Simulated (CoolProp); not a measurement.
Vapour-liquid equilibrium of benzene (1) + m-xylene (2) at 0.353 MPa; x and y are mole fractions of (1).

Computed with CoolProp (multi-fluid Helmholtz-energy mixture model, Thol 2012 and Zhou 2012; pair parameters Bell 2016).

Task: Give the bubble temperature and the first vapour's composition at x = 0.05, 0.35, 0.8. Is there an azeotrope?

Result: x = 0.05: 186.9 °C, y = 0.144; x = 0.35: 160.2 °C, y = 0.658; x = 0.8: 134.9 °C, y = 0.942. No azeotrope shows between x = 0.05 and 0.95.

Pair parameters are fitted to limited data, so mixtures are less certain than the pure fluids.
